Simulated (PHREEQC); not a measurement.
2.7 g of hydrous ferric oxide (600 m²/g; 0.2 weak and 0.005 strong sites per Fe, Dzombak-Morel constants, diffuse double layer) in 1 kg of water with 0.001 mol/kgw of an inert sodium salt and 0.22 mmol/kgw CaCl2, 0.95 mmol/kgw PbCl2 and 0.011 mmol/kgw SrCl2, at 25 °C; the pH is set by adding NaOH or the inert anion's acid. Oxygen is held at 0.21 atm. The system is closed to CO2. No solid was allowed to form.

The series has 13 steps of pH, from 3 to 11.

Equilibrium calculation in PHREEQC: ion-association model, wateq4f.dat.

Task: Near which pH is half of the Ca sorbed, and on which side is more sorbed?

Result: Near pH 8.5, with more sorbed at higher pH.

Task: Near which pH is half of the Pb sorbed, and on which side is more sorbed?

Result: Near pH 4.9, with more sorbed at higher pH.

Task: Near which pH is half of the Sr sorbed, and on which side is more sorbed?

Result: Near pH 8.8, with more sorbed at higher pH.

Complexes and solids missing from the database can't appear. The oxide is taken as insoluble; below pH 4 it would dissolve.
